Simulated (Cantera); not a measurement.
**Adiabatic ignition**

An adiabatic, constant-volume homogeneous reactor starts with C3H8 : O2 : N2 = 1 : 8.77 : 33 (molar parts), equivalence ratio 0.57, at 1600 K and 6.80 bar.

Detailed kinetics in Cantera: GRI-Mech 3.0 (53 species, 325 reactions). GRI-Mech 3.0 was tuned for natural gas; its chemistry of propane as a main component is partial and can be far from experiment.

```
t (s)     T (K)  P (bar)  x C3H8    x O2      x NO    x C2H6      x O
--------  -----  -------  ------  ------  --------  --------  -------
2.00e-6    1593     6.79  0.0210   0.204  1.44e-11  0.000200  6.56e-6
1.00e-5    2465     11.1  <1e-12  0.0953   3.15e-5    <1e-12   0.0141
5.03e-5    2860     12.6  <1e-12  0.0834   0.00370    <1e-12  0.00561
0.000252   2841     12.5  <1e-12  0.0781    0.0150    <1e-12  0.00506
0.00126    2829     12.5  <1e-12  0.0747    0.0220    <1e-12  0.00473
0.00633    2828     12.5  <1e-12  0.0747    0.0221    <1e-12  0.00472
0.0317     2828     12.5  <1e-12  0.0747    0.0221    <1e-12  0.00472
0.159      2828     12.5  <1e-12  0.0747    0.0221    <1e-12  0.00472
0.798      2828     12.5  <1e-12  0.0747    0.0221    <1e-12  0.00472
4.00       2828     12.5  <1e-12  0.0747    0.0221    <1e-12  0.00472
```
x: mole fraction; the columns are a selection and need not sum to one.

```yaml
time_of_steepest_temperature_rise: 9.10 µs
temperature at 4.00 s: 2828 K
equilibrium_temperature: 2828 K
x(C3H8) at 4.00 s: <1e-12 (gas-phase equilibrium <1e-12)
x(O2) at 4.00 s: 0.0747 (gas-phase equilibrium 0.0747)
x(NO) at 4.00 s: 0.0221 (gas-phase equilibrium 0.0221)
```
